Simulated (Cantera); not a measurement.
A closed system holds: 1 mol CF4, 0.034 mol Si, 0.68 mol HCl, at 600 °C and 3.70e-5 bar.

Cantera equilibrium calculation (NASA polynomials, part measured and part estimated; ideal gas, pure solids and liquids). Candidate condensed phases: C, C6H6, C7H8, C8H18, Si, SiC; 143 gas species. Condensed phases not in the tables: fluorocarbon polymer. Gases not in the tables: C2F6 and larger saturated fluorocarbons. The numbers say what is thermodynamically allowed, not how fast it happens.

Base state: CF4 0.482, HF 0.229, HCl 0.152, Cl2 0.112, SiF4 0.0191, CClF3 0.00301, Cl 0.00243, CCl2F2 2.91e-5 (mole fractions); condensed: C(graphite).

### Question
What changes in the equilibrium state with this change: HCl from 0.68 to 0.24 mol?

### Answer
```json
[
 {"species": "CF4", "before": "0.482", "after": "0.719"},
 {"species": "HF", "before": "0.229", "after": "0.129"},
 {"species": "Cl2", "before": "0.112", "after": "0.0622"},
 {"species": "HCl", "before": "0.152", "after": "0.0580"},
 {"species": "SiF4", "before": "0.0191", "after": "0.0265"},
 {"species": "CCl2F2", "before": "2.91e-5", "after": "1.97e-5"},
 {"species": "Cl", "before": "0.00243", "after": "0.00182"},
 {"species": "C(graphite), mol", "before": "0.135", "after": "0.0744"}
]
```
